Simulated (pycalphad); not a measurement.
Freezing of Si-Al alloys with rising Al

CALPHAD calculation (pycalphad, COST 507 light-alloy database (1999)), 1 atm. The database dates from 1999; later assessments differ in places, in temperatures and in the compounds included. Phase fractions are per mole of atoms.

Scheil-Gulliver runs (no diffusion in the solid, steps of 4 K) beside full equilibrium.

```tsv
alloy	liquidus (°C)	Scheil, half solid (°C)	Scheil, 80 % solid (°C)	Scheil, invariant end (°C)	liquid left at that end	equilibrium solidus (°C)
Si-33Al (at.%)	1217	882	at the invariant end	577	0.38	577
Si-44Al (at.%)	1122	at the invariant end	at the invariant end	577	0.50	577
Si-66Al (at.%)	882	at the invariant end	at the invariant end	577	0.75	577
```
